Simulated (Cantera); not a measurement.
What does this Cantera script print?

```python
import numpy as np
import cantera as ct

gas_names = """
    Ca CaCL CaCL2 Ca2 CL CL2 H HCL H2 N NH NH2 NH3 N2 N2H2 N2H4
""".split()
cond_names = """
    Ca(a) Ca(b) Ca(L) CaCL2(s) CaCL2(L) NH4CL(a) NH4CL(b)
""".split()


# ... load() reads the species with a 1 bar reference pressure and builds the phases ...
atoms = {
    'CaCl2': {'Ca': 1, 'CL': 2},
    'N2': {'N': 2},
    'H2': {'H': 2},
}
top_T = {}  # K; cautious upper limits of use, not melting points


# ... equilibrate(T, P, feed) seeds the gas with the atoms and calls Mixture.equilibrate('TP', solver="vcs", rtol=1e-11, max_steps=5000) ...
results = []
feed = {'CaCl2': 1, 'N2': 9.5, 'H2': 1.3}  # mol
P = 100000  # Pa
for T in [623, 823, 1023, 1223, 1423, 1623, 1823, 2023, 2223]:
    mix = equilibrate(T, P, feed)
    results.append((T, P, feed, dict(zip(mix.species_names, mix.species_moles))))
    x = sorted(zip(gas.X, gas.species_names), reverse=True)
    print(f"T = {T:g} K  P = {P:g} Pa  gas = {mix.phase_moles(0):.4g} mol")
    print("   x: " + "  ".join(f"{s} {v:.3e}" for v, s in x if v > 1e-05))
    print("   condensed (mol): " + ("  ".join(f"{mix.phase(i).name} {mix.phase_moles(i):.4g}"
          for i in range(1, mix.n_phases) if mix.phase_moles(i) > 1e-12) or "none"))
```

Output:

```
T = 623 K  P = 100000 Pa  gas = 10.79 mol
   x: N2 8.800e-01  H2 1.189e-01  NH3 1.092e-03
   condensed (mol): CaCL2(s) 1
T = 823 K  P = 100000 Pa  gas = 10.8 mol
   x: N2 8.797e-01  H2 1.202e-01  NH3 9.327e-05
   condensed (mol): CaCL2(s) 1
T = 1023 K  P = 100000 Pa  gas = 10.8 mol
   x: N2 8.796e-01  H2 1.203e-01  NH3 1.963e-05
   condensed (mol): CaCL2(s) 1
T = 1223 K  P = 100000 Pa  gas = 10.8 mol
   x: N2 8.796e-01  H2 1.204e-01  CaCL2 1.174e-05
   condensed (mol): CaCL2(L) 0.9999
T = 1423 K  P = 100000 Pa  gas = 10.81 mol
   x: N2 8.792e-01  H2 1.203e-01  CaCL2 4.984e-04
   condensed (mol): CaCL2(L) 0.9945
T = 1623 K  P = 100000 Pa  gas = 10.89 mol
   x: N2 8.727e-01  H2 1.194e-01  CaCL2 7.718e-03  HCL 1.108e-04  CaCL 8.616e-05  H 2.388e-05  Ca 1.231e-05
   condensed (mol): CaCL2(L) 0.9149
T = 1823 K  P = 100000 Pa  gas = 11.52 mol
   x: N2 8.245e-01  H2 1.123e-01  CaCL2 6.135e-02  HCL 8.551e-04  CaCL 7.330e-04  H 1.452e-04  Ca 6.146e-05
   condensed (mol): CaCL2(L) 0.284
T = 2023 K  P = 100000 Pa  gas = 11.82 mol
   x: N2 8.039e-01  H2 1.085e-01  CaCL2 8.246e-02  HCL 2.347e-03  CaCL 1.953e-03  H 6.256e-04  Ca 2.021e-04  CL 1.005e-05
   condensed (mol): none
T = 2223 K  P = 100000 Pa  gas = 11.84 mol
   x: N2 8.023e-01  H2 1.064e-01  CaCL2 8.016e-02  HCL 4.744e-03  CaCL 3.759e-03  H 2.089e-03  Ca 5.264e-04  CL 6.764e-05
   condensed (mol): none
```

These are equilibrium values from Cantera (NASA tables, ideal gas, pure condensed phases), not measurements of a reactor.
